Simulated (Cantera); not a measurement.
Ignition delay

Mixture: 5.05 % CH4, 1.47 % C2H6, 12.1 % O2, 72.3 % N2, 9.10 % CO2, at 8250 Torr, adiabatic and at constant pressure. Ignition delay is the time to a rise of 400 K.

Model: GRI-Mech 3.0 (53 species, 325 reactions), integrated in Cantera.

```tsv
T0 (K)	delay (ms)
1123	2.88
1173	1.29
1223	0.626
1273	0.331
1323	0.191
1373	0.118
```

```json
{
 "apparent activation energy between 1273 and 1373 K": "150 kJ/mol"
}
```
